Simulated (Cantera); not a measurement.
A Cantera script and what it prints.

```python
import numpy as np
import cantera as ct

gas_names = """
    Fe FeO Fe(OH)2 H HO2 H2 H2O H2O2 O OH O2 O3
""".split()
cond_names = """
    Fe(a) Fe(c) Fe(d) Fe(L) FeO(s) FeO(L) Fe(OH)2(s) Fe(OH)3(s) Fe2O3(s) Fe3O4(s) H2O(s) H2O(L)
""".split()


def load(file, names, dense=False):
    # The tables refer to 1 bar. Condensed volumes are neglected.
    table = {s.name: s for s in ct.Species.list_from_file(file)}
    out = []
    for n in names:
        d = dict(table[n].input_data)
        d["thermo"] = dict(d["thermo"], **{"reference-pressure": 1e5})
        if dense:
            d["equation-of-state"] = {"model": "constant-volume", "density": "1e6 g/cm^3"}
        out.append(ct.Species.from_dict(d))
    return out


gas = ct.Solution(thermo="ideal-gas", species=load("nasa_gas.yaml", gas_names))
cond = {s.name: ct.Solution(thermo="fixed-stoichiometry", species=[s], name=s.name)
        for s in load("nasa_condensed.yaml", cond_names, dense=True)}
atoms = {
    'Fe3O4': {'Fe': 3, 'O': 4},
    'H2': {'H': 2},
    'H2O': {'H': 2, 'O': 1},
}
top_T = {'Fe2O3(s)': 1830, 'Fe3O4(s)': 1870}  # K; cautious upper limits of use, not melting points


def equilibrate(T, P, feed):
    n = {}
    for name, mol in feed.items():
        for a, k in atoms[name].items():
            n[a] = n.get(a, 0.0) + k * mol
    gas.TPX = T, P, n
    mass = sum(n.values()) * gas.mean_molecular_weight
    gas.equilibrate("TP")
    valid = [c for c in cond.values() if c.min_temp <= T <= top_T.get(c.name, c.max_temp)]
    mix = ct.Mixture([(gas, mass / gas.mean_molecular_weight)] + [(c, 0.0) for c in valid])
    mix.T, mix.P = T, P
    mix.equilibrate("TP", solver="vcs", rtol=1e-11, max_steps=5000)
    return mix


results = []
feed = {'Fe3O4': 1, 'H2': 1100, 'H2O': 8.2}  # mol
P = 420  # Pa
for T in [1175, 1225, 1275, 1325, 1375, 1425, 1475]:
    mix = equilibrate(T, P, feed)
    results.append((T, P, feed, dict(zip(mix.species_names, mix.species_moles))))

top = {s: max(r[3][s] / sum(r[3][g] for g in gas_names) for r in results) for s in gas_names}
cols = sorted((s for s in top if top[s] > 0.0001), key=lambda s: -top[s])[:8]
seen = [c for c in cond_names if any(r[3].get(c, 0) > 1e-12 for r in results)]
print("log10 of partial pressures in bar; condensed amounts in mol")
print(f"{'T/K':>10s}" + "".join(f"{s[:9]:>10s}" for s in cols + seen))
for T, P, feed, n in results:
    ng = sum(n[g] for g in gas_names)
    print(f"{T:10.4g}" + "".join(f"{np.log10(max(n[s] / ng * P / 1e5, 1e-99)):10.3f}" for s in cols)
          + "".join(f"{n.get(c, 0):10.4g}" for c in seen))
```

Result:

```
log10 of partial pressures in bar; condensed amounts in mol
       T/K        H2       H2O         H     Fe(a)     Fe(c)
      1175    -2.382    -4.335    -8.102         3         0
      1225    -2.382    -4.335    -7.697         0         3
      1275    -2.382    -4.335    -7.323         0         3
      1325    -2.382    -4.335    -6.977         0     2.999
      1375    -2.382    -4.335    -6.656         0     2.998
      1425    -2.382    -4.335    -6.357         0     2.993
      1475    -2.382    -4.335    -6.078         0     2.977
```

Equilibrium computed with Cantera from the NASA thermochemical tables; the gas is ideal and each condensed phase is pure.
